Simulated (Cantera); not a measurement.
Input: 1 mol Si2H6, 0.23 mol O3, 0.94 mol N2O, equilibrated at 1773 K and 0.100 bar.

These are equilibrium values from Cantera (NASA tables, ideal gas, pure condensed phases), not measurements of a reactor. Candidate condensed phases: H2O, Si, SiO2, Si2N2O, Si3N4; 35 gas species. The feed counts by its element totals alone. Mutual solubility and eutectic melting of coexisting phases are not modelled. The tables hold silica as quartz up to 1696 K and as liquid above; real silica turns to tridymite and cristobalite and melts near 1996 K. Equilibrium is a limit: real reactors are often held back by kinetics, nucleation or transport.

Base state: H2 0.880, N2 0.0628, SiO 0.0566, H 0.000844, H2O 0.000200 (mole fractions); condensed: SiO2(condensed) + Si2N2O(s).

What changes in the equilibrium state with this change: Si2H6 replaced by SiF4?


```
species                 before     after
--------------------  --------  --------
SiF4                         0     0.363
N2                      0.0628     0.340
O2                       <1e-9     0.294
H2                       0.880         0
SiO                     0.0566   3.12e-9
NO                       <1e-9   0.00294
H                     0.000844         0
H2O                   0.000200         0
O                        <1e-9  0.000161
SiO2(condensed), mol     0.355         0
Si2N2O(s), mol           0.726         0
```
The tables' values for SiF3 are old estimates; treat these amounts as uncertain.
